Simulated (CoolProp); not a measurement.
Ethanol along the isobar 79 bar: Z from the reference equation and from simpler models built on Tc = 514.7 K, pc = 62.68 bar, ω = 0.644; each cubic takes its own stable root.

Computed with CoolProp (reference Helmholtz-energy equation of state, Schroeder 2014).

```
T (K)   phase  reference  van der Waals  Redlich-Kwong  Soave-Redlich-Kwong  Peng-Robinson
-----  ------  ---------  -------------  -------------  -------------------  -------------
216.2  liquid     0.2355         0.4339         0.2933               0.2817         0.2517
232    liquid          ?         0.4098         0.2775               0.2653         0.2369
247.7  liquid     0.2121         0.3893         0.2642               0.2514         0.2243
263.4  liquid     0.2026         0.3715         0.2527               0.2394         0.2135
279.1  liquid     0.1942              ?         0.2430               0.2291         0.2041
294.8  liquid     0.1868              ?         0.2346               0.2202         0.1960
310.5  liquid     0.1803         0.3309         0.2275               0.2126         0.1891
326.3  liquid     0.1746         0.3206         0.2215               0.2060         0.1831
342    liquid     0.1696         0.3118         0.2166               0.2006         0.1782
357.7  liquid     0.1654         0.3043         0.2126               0.1962         0.1741
373.4  liquid     0.1618         0.2979         0.2096               0.1928         0.1709
```

Problem. Fill in the missing entries.

Solution. 
- 232, reference: 0.2230
- 279.1, van der Waals: 0.3561
- 294.8, van der Waals: 0.3426
